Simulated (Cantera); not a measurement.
An isothermal, constant-pressure homogeneous reactor starts with N2O : H2O = 1 : 0.12 (molar parts), at 1350 K and 0.0580 bar.

Cantera simulation using GRI-Mech 3.0 (53 species, 325 reactions); the numbers are that mechanism's predictions, not measurements. GRI-Mech 3.0 was tuned for natural gas; its chemistry of N2O as a main component is partial and can be far from experiment. The mechanism lacks the step 2 NO + O2 → 2 NO2, which can matter for NO2 below about 1400 K. The temperature is held fixed by assumption; the heat of reaction is taken as removed at once.

Problem. Predict: x(N2O) at 1.00 s; x(H2O) at 1.00 s; x(NO) at 1.00 s; x(OH) at 1.00 s; x(HO2) at 1.00 s; x(O2) at 1.00 s.

Solution. 
| Quantity | Value |
|---|---|
| x(N2O) at 1.00 s | 0.381 (gas-phase equilibrium 8.06e-9) |
| x(H2O) at 1.00 s | 0.0881 (gas-phase equilibrium 0.0741) |
| x(NO) at 1.00 s | 0.0467 (gas-phase equilibrium 0.000584) |
| x(OH) at 1.00 s | 0.000148 (gas-phase equilibrium 3.55e-5) |
| x(HO2) at 1.00 s | 9.75e-7 (gas-phase equilibrium 3.33e-8) |
| x(O2) at 1.00 s | 0.153 (gas-phase equilibrium 0.308) |
